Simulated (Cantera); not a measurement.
# Thermodynamics of boron, boron nitride and boron oxide, feed B + H₂ + N₂ + O₂

Feed: 1 mol B, a varied amount of H₂, 0.33 mol N₂, 0.7 mol O₂, at 1.00 bar.

Method: chemical equilibrium by Gibbs-energy minimisation in Cantera with the NASA 1993 tables (ideal gas, pure condensed phases). Candidate condensed phases: B, BN, B₂O₃, B₃O₃H₃, H₂O; 39 gas species. N₂ is the only nitrogen source here; it is nearly inert below about 1500 K, so the nitride shown seldom forms there in practice. Mutual solubility and eutectic melting of coexisting phases are not modelled. The numbers say what is thermodynamically allowed, not how fast it happens.

Question: Map the stable condensed phases over T = 1448, 1523, 1598, 1673, 1748, 1823, 1898, 1973, 2048, 2123 K and n(H₂) in mol = 14, 33, 53, 73, 93, 110, 130, 150, 170.

Answer: 
```
T in K \ n(H₂) in mol
          14  33  53  73  93 110 130 150 170
   2123    A   A   A   A   A   A   A   A   A
   2048    A   A   A   A   A   A   A   A   A
   1973    A   A   A   A   A   A   A   A   A
   1898    A   A   A   A   A   A   A   A   A
   1823    B   A   A   A   A   A   A   A   A
   1748    B   B   C   A   A   A   A   A   A
   1673    B   B   B   B   B   C   C   C   C
   1598    B   B   B   B   B   B   B   B   B
   1523    B   B   B   B   B   B   B   B   B
   1448    B   B   B   B   B   B   B   B   B
```
A: gas only; B: BN + B₂O₃; C: BN.
